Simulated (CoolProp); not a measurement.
A Linde-Hampson liquefier for carbon monoxide: isothermal reversible compression at 200 K from 1 atm to 15 MPa, throttling to 1 atm, return gas leaving the recuperator 2 K below the feed. Each further row changes one setting.

Computed with CoolProp (reference Helmholtz-energy equation of state, Lemmon 2006). It is a short technical equation, of lower accuracy than the large ones.

| case | liquid yield per pass | compression work (kJ/kg of gas) |
|---|---|---|
| as stated | 0.221 | 278 |
| high pressure 30 MPa | ? | ? |
| warm-end temperature 230 K | 0.147 | ? |
| warm-end gap 7 K | ? | 278 |

Question: Complete the blanks.

Answer: 
- high pressure 30 MPa, liquid yield per pass: 0.276
- high pressure 30 MPa, compression work (kJ/kg of gas): 316
- warm-end temperature 230 K, compression work (kJ/kg of gas): 330
- warm-end gap 7 K, liquid yield per pass: 0.209
